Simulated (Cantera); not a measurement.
Feed: 1 mol Cu, 1.2 mol F2, equilibrated at 1448 K and 0.0100 bar.

Cantera equilibrium calculation (NASA polynomials, part measured and part estimated; ideal gas, pure solids and liquids). The numbers say what is thermodynamically allowed, not how fast it happens.

| species | before | after |
|---|---|---|
| F | 0.286 | 0.825 |
| F2 | 0.000178 | 0.148 |
| CuF2 | 0.714 | 0.0270 |
| CuF | 0.000520 | 6.83e-8 |
| CuF2(l), mol | 0 | 0.990 |
Gas species are given as mole fractions.

Name the change that produced these shifts.
(A) pressure from 0.0100 bar to 1.00 bar
(B) temperature from 1448 K to 1200 K
(C) temperature from 1448 K to 848.15 K
(D) temperature from 1448 K to 1298 K

A, pressure from 0.0100 bar to 1.00 bar
